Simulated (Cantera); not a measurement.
**Titanium nitride, carbide and oxide coatings: TiCl4 + O2**

A closed system holds: 1 mol TiCl4, a varied amount of O2, at 2248 K and 27.0 mbar.

Equilibrium computed with Cantera from the NASA thermochemical tables; the gas is ideal and each condensed phase is pure. Candidate condensed phases: Ti, TiCl2, TiCl3, TiCl4, TiO, TiO2, Ti2O3, Ti3O5, Ti4O7; 15 gas species. The tables' values for TiCl2, TiOCl are old estimates; treat these amounts as uncertain. Condensed phases not in the tables: Magnéli phases beyond Ti4O7. Kinetics and transport are ignored.

From 0.14 mol O2 to 0.72 mol O2 the condensed part is Ti4O7(l). From 1 mol O2 to 7.1 mol O2 the condensed part is TiO2(l). The main Ti-bearing gas is TiCl3 at 0.14 mol O2 and TiO2 at 7.1 mol O2.

```csv
n(O2) (mol),x Cl,x O2,x TiCl3,x TiCl4,x TiOCl2,x O,x TiCl2,x Cl2,n Ti4O7(l),n TiO2(l)
0.14,0.577,2.61e-6,0.271,0.0912,0.0444,3.58e-5,0.0124,0.00305,0.0262,0
0.19,0.622,3.97e-6,0.235,0.0851,0.0441,4.42e-5,0.00998,0.00354,0.0399,0
0.27,0.686,7.30e-6,0.185,0.0740,0.0427,5.99e-5,0.00713,0.00431,0.0621,0
0.37,0.755,1.46e-5,0.135,0.0594,0.0399,8.46e-5,0.00472,0.00522,0.0902,0
0.52,0.840,3.92e-5,0.0780,0.0382,0.0341,0.000139,0.00246,0.00646,0.133,0
0.72,0.928,0.000195,0.0258,0.0139,0.0228,0.000310,0.000734,0.00788,0.193,0
1,0.977,0.00443,0.00145,0.000828,0.00580,0.00148,3.93e-5,0.00873,0,0.966
1.4,0.896,0.0884,5.61e-5,2.93e-5,0.00109,0.00659,1.66e-6,0.00734,0,0.993
1.9,0.804,0.179,2.00e-5,9.37e-6,0.000618,0.00939,6.58e-7,0.00591,0,0.995
2.7,0.691,0.292,7.80e-6,3.14e-6,0.000357,0.0120,2.98e-7,0.00436,0,0.996
3.7,0.587,0.394,3.55e-6,1.21e-6,0.000222,0.0139,1.60e-7,0.00316,0,0.996
5.1,0.486,0.495,1.60e-6,4.53e-7,0.000136,0.0156,8.70e-8,0.00216,0,0.996
7.1,0.390,0.591,6.91e-7,1.57e-7,8.00e-5,0.0171,4.69e-8,0.00139,0,0.996
```
x: gas mole fraction; n: condensed amount in mol.
